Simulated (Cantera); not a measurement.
**Ignition delay**

Mixture: CH₄ : CO : O₂ : N₂ = 1 : 0.56 : 1.3 : 8.47 (molar parts), at 1.00 atm, adiabatic and at constant pressure. Ignition delay is the time to a rise of 400 K.

Detailed kinetics in Cantera: GRI-Mech 3.0 (53 species, 325 reactions).

| T0 (K) | delay (ms) |
|---|---|
| 1025 | 3330 |
| 1100 | 822 |
| 1175 | 230 |
| 1250 | 70.8 |
| 1325 | 23.7 |
| 1400 | 8.56 |
| 1475 | 3.37 |
| 1550 | 1.45 |
| 1625 | 0.693 |
| 1700 | 0.364 |

```
Item                                                     Value
--------------------------------------------------  ----------
apparent activation energy between 1550 and 1700 K  200 kJ/mol
```
